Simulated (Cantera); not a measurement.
Adiabatic ignition

An adiabatic, constant-pressure homogeneous reactor starts with 4.15 % CH₄, 0.748 % CO, 17.0 % O₂, 64.0 % N₂, 14.1 % H₂O, at 1373 K and 4.93 atm.

Computed with Cantera and GRI-Mech 3.0 (53 species, 325 reactions).

```
t (s)     T (K)   x CH₄      x CO    x O₂    x C₂H₄      x NO     x OH
--------  -----  ------  --------  ------  --------  --------  -------
8.00e-6    1373  0.0415   0.00748   0.170  4.20e-12    <1e-12  4.62e-9
1.61e-5    1373  0.0415   0.00747   0.170  4.58e-11    <1e-12  8.84e-9
3.26e-5    1373  0.0415   0.00747   0.170  5.60e-10    <1e-12  1.91e-8
6.58e-5    1373  0.0415   0.00747   0.170   8.13e-9    <1e-12  4.66e-8
0.000133   1373  0.0415   0.00747   0.170   1.30e-7    <1e-12  1.20e-7
0.000268   1374  0.0414   0.00747   0.170   1.51e-6    <1e-12  2.46e-7
0.000540   1376  0.0408   0.00751   0.170   1.34e-5    <1e-12  5.07e-7
0.00109    1421  0.0339   0.00975   0.164  0.000565  1.77e-11  1.06e-5
0.00220    2233  <1e-12  0.000570  0.0828    <1e-12   8.64e-5  0.00449
0.00444    2232  <1e-12  0.000569  0.0827    <1e-12  0.000259  0.00448
0.00896    2232  <1e-12  0.000567  0.0825    <1e-12  0.000599  0.00447
0.0181     2230  <1e-12  0.000564  0.0822    <1e-12   0.00125  0.00444
0.0365     2228  <1e-12  0.000557  0.0816    <1e-12   0.00243  0.00439
0.0737     2225  <1e-12  0.000547  0.0807    <1e-12   0.00423  0.00432
0.149      2221  <1e-12  0.000537  0.0798    <1e-12   0.00615  0.00425
0.300      2219  <1e-12  0.000532  0.0793    <1e-12   0.00715  0.00421
```
x: mole fraction; the columns are a selection and need not sum to one.

| Property | Value |
|---|---|
| time of steepest temperature rise | 1.19 ms |
| temperature at 0.300 s | 2219 K |
| equilibrium temperature | 2219 K |
| x(CH₄) at 0.300 s | <1e-12 (gas-phase equilibrium <1e-12) |
| x(CO) at 0.300 s | 0.000532 (gas-phase equilibrium 0.000531) |
| x(O₂) at 0.300 s | 0.0793 (gas-phase equilibrium 0.0792) |
